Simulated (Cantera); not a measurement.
Cantera run:

```python
import numpy as np
import cantera as ct

gas_names = [...]  # 114 gases of nasa_gas.yaml made of C, Fe, H, O
cond_names = """
    C(gr) C6H6(L) C7H8(L) C8H18(L),n-octa Fe(a) Fe(c) Fe(d) Fe(L) FeC5O5(L) FeO(s) FeO(L) Fe(OH)2(s)
    Fe(OH)3(s) Fe2O3(s) Fe3O4(s) H2O(s) H2O(L)
""".split()


# ... load() reads the species with a 1 bar reference pressure and builds the phases ...
atoms = {
    'Fe3O4': {'Fe': 3, 'O': 4},
    'CH4': {'C': 1, 'H': 4},
    'H2': {'H': 2},
}
top_T = {'C(gr)': 4500, 'Fe2O3(s)': 1830, 'Fe3O4(s)': 1870}  # K; cautious upper limits of use, not melting points


# ... equilibrate(T, P, feed) seeds the gas with the atoms and calls Mixture.equilibrate('TP', solver="vcs", rtol=1e-11, max_steps=5000) ...
results = []
feed = {'Fe3O4': 1, 'CH4': 3.3, 'H2': 10}  # mol
P = 3700  # Pa
for T in [1050, 1150, 1250, 1350, 1450, 1550, 1650, 1750, 1850, 1950, 2050, 2150, 2250, 2350]:
    mix = equilibrate(T, P, feed)
    results.append((T, P, feed, dict(zip(mix.species_names, mix.species_moles))))

top = {s: max(r[3][s] / sum(r[3][g] for g in gas_names) for r in results) for s in gas_names}
cols = sorted((s for s in top if top[s] > 0.0001), key=lambda s: -top[s])[:9]
seen = [c for c in cond_names if any(r[3].get(c, 0) > 1e-12 for r in results)]
print("log10 of partial pressures in bar; condensed amounts in mol")
print(f"{'T/K':>10s}" + "".join(f"{s[:9]:>10s}" for s in cols + seen))
for T, P, feed, n in results:
    ng = sum(n[g] for g in gas_names)
    print(f"{T:10.4g}" + "".join(f"{np.log10(max(n[s] / ng * P / 1e5, 1e-99)):10.3f}" for s in cols)
          + "".join(f"{n.get(c, 0):10.4g}" for c in seen))
```

Output:

```
log10 of partial pressures in bar; condensed amounts in mol
       T/K        H2        CO        Fe         H       H2O       CO2        OH       FeO     Fe(a)     Fe(c)     Fe(d)     Fe(L)
      1050    -1.526    -2.230   -12.815    -8.854    -2.976    -3.609   -12.800   -17.862         3         0         0         0
      1150    -1.527    -2.226   -11.066    -7.890    -2.953    -3.727   -11.536   -15.743         3         0         0         0
      1250    -1.527    -2.223    -9.606    -7.079    -2.938    -3.828   -10.477   -13.976         0         3         0         0
      1350    -1.527    -2.221    -8.367    -6.387    -2.928    -3.915    -9.577   -12.478         0         3         0         0
      1450    -1.528    -2.219    -7.302    -5.788    -2.921    -3.989    -8.802   -11.191         0         3         0         0
      1550    -1.528    -2.218    -6.378    -5.266    -2.916    -4.053    -8.127   -10.075         0         3         0         0
      1650    -1.528    -2.218    -5.568    -4.806    -2.912    -4.109    -7.535    -9.097         0     2.999         0         0
      1750    -1.529    -2.217    -4.856    -4.398    -2.910    -4.157    -7.011    -8.236         0         0     2.992         0
      1850    -1.530    -2.218    -4.233    -4.034    -2.909    -4.200    -6.544    -7.481         0         0         0     2.968
      1950    -1.533    -2.220    -3.689    -3.707    -2.909    -4.239    -6.125    -6.818         0         0         0     2.889
      2050    -1.541    -2.226    -3.201    -3.415    -2.915    -4.277    -5.750    -6.223         0         0         0     2.653
      2150    -1.559    -2.241    -2.761    -3.155    -2.930    -4.321    -5.415    -5.687         0         0         0      2.01
      2250    -1.601    -2.278    -2.362    -2.930    -2.970    -4.383    -5.122    -5.201         0         0         0    0.3013
      2350    -1.618    -2.288    -2.327    -2.713    -2.983    -4.414    -4.842    -5.084         0         0         0         0
```

Equilibrium computed with Cantera from the NASA thermochemical tables; the gas is ideal and each condensed phase is pure.
